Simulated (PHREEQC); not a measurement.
Dissolve 4.9 mmol/kgw NaOH and 0.2 mmol/kgw Na2SiO3 at 19 °C. Closed to the air; pH follows from the charge balance.

Computed with PHREEQC (ion-association model, phreeqc.dat).

This is a speciation only: nothing precipitates in the calculation.

**Question.** Order these Si species by the share of Si that they hold, largest first: H2SiO4-2, H3SiO4-, H4SiO4.

**Answer.** H3SiO4- (95 %), H2SiO4-2 (4.0 %), H4SiO4 (0.99 %)

The pH is 11.87 and the ionic strength 0.00531 mol/kgw. Species that the database lacks are ignored.
